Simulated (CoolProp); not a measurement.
A closed Brayton cycle with carbon dioxide: compressor inlet 316.15 K and 9.7 MPa, high pressure 18.5 MPa, turbine inlet 805 K, compressor efficiency 0.85, turbine efficiency 0.85, recuperator effectiveness 0 (on enthalpy, no pinch check). Each further row changes one setting.

Model: reference Helmholtz-energy equation of state, Span 1996, in CoolProp.

```tsv
case	thermal efficiency (%)	net work (kJ/kg)	compressor to turbine work	compressor exit (K)	turbine exit (K)
as stated	9.5	62.1	0.23	344.5	731.7
turbine inlet 755 K	9.5	___	0.24	344.5	684.3
compressor inlet 326.15 K	9.2	___	___	372.6	731.7
high pressure 15.7 MPa	___	47.9	___	___	___
recuperator effectiveness 0.5	14.9	62.1	0.23	344.5	731.7
```

Task: Complete the blanks.

Result: 
- turbine inlet 755 K, net work (kJ/kg): 56.5
- compressor inlet 326.15 K, net work (kJ/kg): 53.4
- compressor inlet 326.15 K, compressor to turbine work: 0.33
- high pressure 15.7 MPa, thermal efficiency (%): 7.2
- high pressure 15.7 MPa, compressor to turbine work: 0.21
- high pressure 15.7 MPa, compressor exit (K): 337.1
- high pressure 15.7 MPa, turbine exit (K): 750.0
